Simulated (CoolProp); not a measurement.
Vapour-liquid equilibrium of R143a (1) + fluoroethane (R161) (2) at -14.85 °C; x and y are mole fractions of (1).

The numbers come from the multi-fluid Helmholtz-energy mixture model, Lemmon and Jacobsen 2000 and Wu 2012; pair parameters Bell 2016 in CoolProp.

```
x     bubble pressure (MPa)  y at the bubble point  dew pressure at overall composition x (MPa)  liquid density (mol/L)
----  ---------------------  ---------------------  -------------------------------------------  ----------------------
0.05                 0.2665                  0.073                                       0.2642              (withheld)
0.15                 0.2801             (withheld)                                       0.2742                   15.70
0.25                 0.2930                  0.326                                       0.2847                   15.32
0.35                 0.3054                  0.435                                   (withheld)              (withheld)
0.45                 0.3174             (withheld)                                       0.3072                   14.58
0.55                 0.3290                  0.630                                       0.3191                   14.23
0.65                 0.3405                  0.719                                       0.3316                   13.89
0.75                 0.3517                  0.804                                       0.3446                   13.55
0.85                 0.3628                  0.884                                       0.3580                   13.23
0.95             (withheld)                  0.962                                       0.3721                   12.92
```

Problem. Fill in the missing entries.

Solution. 
- 0.05, liquid density (mol/L): 16.10
- 0.15, y at the bubble point: 0.206
- 0.35, dew pressure at overall composition x (MPa): 0.2957
- 0.35, liquid density (mol/L): 14.94
- 0.45, y at the bubble point: 0.535
- 0.95, bubble pressure (MPa): 0.3739

No azeotrope shows between x = 0.05 and 0.95.

Pair parameters are fitted to limited data, so mixtures are less certain than the pure fluids.
